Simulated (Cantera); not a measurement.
Feed: 1 mol H2O, 1.4 mol O2, 5.7 mol H2, at 10.0 mbar.

These are equilibrium values from Cantera (NASA tables, ideal gas, pure condensed phases), not measurements of a reactor. Candidate condensed phases: H2O; 22 gas species. Ions and electrons are included (thermal ionisation). The numbers say what is thermodynamically allowed, not how fast it happens. All values below are at 1977 °C.

Base state: H2O 0.539, H2 0.403, H 0.0471, OH 0.00948, O 0.000765, O2 0.000430 (mole fractions); condensed: gas only.

Q: What changes in the equilibrium state with this change: H2 from 5.7 to 0.31 mol?

A: 
| species | before | after |
|---|---|---|
| H2O | 0.539 | 0.455 |
| O2 | 0.000430 | 0.452 |
| OH | 0.00948 | 0.0496 |
| H2 | 0.403 | 0.0105 |
| O | 0.000765 | 0.0248 |
| H | 0.0471 | 0.00760 |
